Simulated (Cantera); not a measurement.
Feed: 1 mol ZrN, 2.2 mol N₂, at 98.0 Pa.

Equilibrium computed with Cantera from the NASA thermochemical tables; the gas is ideal and each condensed phase is pure. Candidate condensed phases: Zr, ZrN; 9 gas species. Ions and electrons are included (thermal ionisation). The numbers say what is thermodynamically allowed, not how fast it happens. All values below are at 4500 K.

Base state: N₂ 0.546, Zr 0.242, N 0.212 (mole fractions); condensed: gas only.

### Question
What changes in the equilibrium state with this change: pressure from 98.0 Pa to 13.3 mbar?

### Answer
```json
[
 {"species": "N₂", "before": "0.546", "after": "0.674"},
 {"species": "Zr", "before": "0.242", "after": "0.262"},
 {"species": "N", "before": "0.212", "after": "0.0640"}
]
```
